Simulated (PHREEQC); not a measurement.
0.26 g of hydrous ferric oxide (600 m²/g; 0.2 weak and 0.005 strong sites per Fe, Dzombak-Morel constants, diffuse double layer) in 1 kg of water with 0.01 mol/kgw of an inert sodium salt and 5.2e-06 mol/kgw Ag2SO4, at 25 °C; the pH is set by adding NaOH or the inert anion's acid. Oxygen is held at 0.21 atm. CO2 from the air is kept out. Nothing may precipitate in this run.

Base run: PHREEQC, ion-association model, wateq4f.dat. Each further column changes one thing. The table gives Ag sorbed (%).

```json
[
 {"pH": "3", "base": "0.0", "no electrostatic term (-no_edl)": "0.0", "background salt from 0.01 to 0.001 mol/kgw": "0.0", "oxide from 0.26 to 1.3 g/kgw": "0.0"},
 {"pH": "3.5", "base": "0.0", "no electrostatic term (-no_edl)": "0.0", "background salt from 0.01 to 0.001 mol/kgw": "0.0", "oxide from 0.26 to 1.3 g/kgw": "0.1"},
 {"pH": "4", "base": "0.1", "no electrostatic term (-no_edl)": "0.0", "background salt from 0.01 to 0.001 mol/kgw": "0.2", "oxide from 0.26 to 1.3 g/kgw": "0.5"},
 {"pH": "4.5", "base": "0.4", "no electrostatic term (-no_edl)": "0.0", "background salt from 0.01 to 0.001 mol/kgw": "0.6", "oxide from 0.26 to 1.3 g/kgw": "2.1"},
 {"pH": "5", "base": "1.6", "no electrostatic term (-no_edl)": "0.0", "background salt from 0.01 to 0.001 mol/kgw": "1.9", "oxide from 0.26 to 1.3 g/kgw": "7.4"},
 {"pH": "5.5", "base": "5.1", "no electrostatic term (-no_edl)": "0.1", "background salt from 0.01 to 0.001 mol/kgw": "5.8", "oxide from 0.26 to 1.3 g/kgw": "___"},
 {"pH": "6", "base": "14.3", "no electrostatic term (-no_edl)": "1.2", "background salt from 0.01 to 0.001 mol/kgw": "15.5", "oxide from 0.26 to 1.3 g/kgw": "46.6"},
 {"pH": "6.5", "base": "32.0", "no electrostatic term (-no_edl)": "___", "background salt from 0.01 to 0.001 mol/kgw": "33.5", "oxide from 0.26 to 1.3 g/kgw": "73.1"},
 {"pH": "7", "base": "54.6", "no electrostatic term (-no_edl)": "38.5", "background salt from 0.01 to 0.001 mol/kgw": "___", "oxide from 0.26 to 1.3 g/kgw": "89.4"},
 {"pH": "7.5", "base": "74.8", "no electrostatic term (-no_edl)": "71.2", "background salt from 0.01 to 0.001 mol/kgw": "___", "oxide from 0.26 to 1.3 g/kgw": "96.4"},
 {"pH": "8", "base": "88.4", "no electrostatic term (-no_edl)": "88.4", "background salt from 0.01 to 0.001 mol/kgw": "___", "oxide from 0.26 to 1.3 g/kgw": "98.8"},
 {"pH": "8.5", "base": "95.5", "no electrostatic term (-no_edl)": "95.1", "background salt from 0.01 to 0.001 mol/kgw": "95.8", "oxide from 0.26 to 1.3 g/kgw": "99.6"},
 {"pH": "9", "base": "98.5", "no electrostatic term (-no_edl)": "97.5", "background salt from 0.01 to 0.001 mol/kgw": "98.6", "oxide from 0.26 to 1.3 g/kgw": "99.9"}
]
```

Question: Fill in the missing entries.

Answer: 
- 5.5, oxide from 0.26 to 1.3 g/kgw: 21.4
- 6.5, no electrostatic term (-no_edl): 9.5
- 7, background salt from 0.01 to 0.001 mol/kgw: 56.0
- 7.5, background salt from 0.01 to 0.001 mol/kgw: 75.9
- 8, background salt from 0.01 to 0.001 mol/kgw: 89.0

The oxide is taken as insoluble; below pH 4 it would dissolve.
